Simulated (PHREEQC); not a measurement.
Solution (25 °C): 72 mmol/kgw HF, 110 mmol/kgw NaF, 0.43 mmol/kgw H2SiF6 and 0.16 mmol/kgw H2SO4. Closed to the air; pH follows from the charge balance.

Model: ion-association model, phreeqc.dat, run in PHREEQC.

**Question.** The ionic strength comes out as 0.108 mol/kgw. What activity coefficients do F-, SO4-2, HF2-, NaSO4-, Na+ get?

**Answer.** F- 0.76, SO4-2 0.36, HF2- 0.78, NaSO4- 0.78, Na+ 0.78.

Precipitation was switched off in this run. Complexes and solids missing from the database can't appear. SiF6-2 is the database's only silicon fluoride.
